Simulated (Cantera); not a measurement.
A Cantera script and what it prints.

```python
import numpy as np
import cantera as ct

gas_names = [...]  # 136 gases of nasa_gas.yaml made of C, H, N, O
cond_names = """
    C(gr) C6H6(L) C7H8(L) C8H18(L),n-octa H2O(s) H2O(L)
""".split()


# ... load() reads the species with a 1 bar reference pressure and builds the phases ...
atoms = {
    'C2H5OH': {'C': 2, 'H': 6, 'O': 1},
    'H2': {'H': 2},
    'N2': {'N': 2},
}
top_T = {'C(gr)': 4500}  # K; cautious upper limits of use, not melting points


# ... equilibrate(T, P, feed) seeds the gas with the atoms and calls Mixture.equilibrate('TP', solver="vcs", rtol=1e-11, max_steps=5000) ...
results = []
P = 10000  # Pa
for T in [1923, 2023, 2123, 2223, 2323, 2423, 2523, 2623, 2723, 2823, 2923]:
    for m in [9.1, 11, 14, 18, 23, 28, 36, 45]:
        feed = {'C2H5OH': 1, 'H2': m, 'N2': 21}  # mol
        mix = equilibrate(T, P, feed)
        results.append((T, P, feed, dict(zip(mix.species_names, mix.species_moles))))

for T, P, feed, n in results:
    print(f"{T:7g} {feed['H2']:10.4g}  " + (" + ".join(c for c in cond_names if n.get(c, 0) > 1e-12) or "gas only"))
```

Output:

```
   1923        9.1  C(gr)
   1923         11  C(gr)
   1923         14  C(gr)
   1923         18  C(gr)
   1923         23  C(gr)
   1923         28  C(gr)
   1923         36  C(gr)
   1923         45  C(gr)
   2023        9.1  C(gr)
   2023         11  C(gr)
   2023         14  C(gr)
   2023         18  C(gr)
   2023         23  C(gr)
   2023         28  C(gr)
   2023         36  C(gr)
   2023         45  C(gr)
   2123        9.1  C(gr)
   2123         11  C(gr)
   2123         14  C(gr)
   2123         18  C(gr)
   2123         23  C(gr)
   2123         28  C(gr)
   2123         36  C(gr)
   2123         45  C(gr)
   2223        9.1  C(gr)
   2223         11  C(gr)
   2223         14  C(gr)
   2223         18  C(gr)
   2223         23  C(gr)
   2223         28  gas only
   2223         36  gas only
   2223         45  gas only
   2323        9.1  C(gr)
   2323         11  C(gr)
   2323         14  gas only
   2323         18  gas only
   2323         23  gas only
   2323         28  gas only
   2323         36  gas only
   2323         45  gas only
   2423        9.1  gas only
   2423         11  gas only
   2423         14  gas only
   2423         18  gas only
   2423         23  gas only
   2423         28  gas only
   2423         36  gas only
   2423         45  gas only
   2523        9.1  gas only
   2523         11  gas only
   2523         14  gas only
   2523         18  gas only
   2523         23  gas only
   2523         28  gas only
   2523         36  gas only
   2523         45  gas only
   2623        9.1  gas only
   2623         11  gas only
   2623         14  gas only
   2623         18  gas only
   2623         23  gas only
   2623         28  gas only
   2623         36  gas only
   2623         45  gas only
   2723        9.1  gas only
   2723         11  gas only
   2723         14  gas only
   2723         18  gas only
   2723         23  gas only
   2723         28  gas only
   2723         36  gas only
   2723         45  gas only
   2823        9.1  gas only
   2823         11  gas only
   2823         14  gas only
   2823         18  gas only
   2823         23  gas only
   2823         28  gas only
   2823         36  gas only
   2823         45  gas only
   2923        9.1  gas only
   2923         11  gas only
   2923         14  gas only
   2923         18  gas only
   2923         23  gas only
   2923         28  gas only
   2923         36  gas only
   2923         45  gas only
```

Equilibrium computed with Cantera from the NASA thermochemical tables; the gas is ideal and each condensed phase is pure.
